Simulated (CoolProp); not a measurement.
Vapour pressure (bar) of hydrogen chloride: the reference equation beside estimates from Tc = 324.7 K, pc = 83.14 bar, ω = 0.130. Clausius-Clapeyron is anchored at 224.5 K with a constant enthalpy of vaporisation of 14.57 kJ/mol.

Values from CoolProp's reference Helmholtz-energy equation of state, Thol 2018.

```tsv
T (K)	reference	Clausius-Clapeyron	Redlich-Kwong
203.3	2.229	2.461	2.628
213.9	3.605	3.771	4.263
224.5	5.552	5.552	6.548
235.1	8.206	7.892	9.611
245.7	11.71	10.88	13.58
256.3	16.23	14.62	18.58
266.9	21.92	19.18	24.73
277.5	28.96	24.64	32.14
288.1	37.56	31.08	40.92
298.7	47.96	38.57	51.17
309.3	60.44	47.16	63.00
```

Absolute difference from the reference over all 11 rows, mean and median: Clausius-Clapeyron 11.1 and 10.4 %, Redlich-Kwong 13.2 and 14.5 %.
